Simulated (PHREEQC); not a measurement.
Model water analysis in mg/kgw, 25 °C, pH 2.79, pe 12.8:

| constituent | mg/kgw |
|---|---|
| Na | 252 |
| K | 28 |
| Ca | 343 |
| Mg | 286 |
| Cl | 516 |
| S(6) as SO4 | 1900 |
| Zn | 105 |
| Sr | 2.04 |

Valence states are taken as typed.

Model: ion-association model, phreeqc.dat, run in PHREEQC.

The ionic strength is 0.0681 mol/kgw, the specific conductance comes out as 4660 µS/cm and the density is 1.000 g/cm³. The total alkalinity is -2.92 meq/kg. The charge-balance error is 5.3 %.

```
species  molality  activity   log γ
-------  --------  --------  ------
Cl-        0.0145    0.0115  -0.100
SO4-2      0.0116   0.00490  -0.375
Na+        0.0107   0.00864  -0.093
Mg+2      0.00781   0.00350  -0.348
Ca+2      0.00621   0.00270  -0.361
MgSO4     0.00396   0.00402   0.007
```

This is a speciation only: nothing precipitates in the calculation.
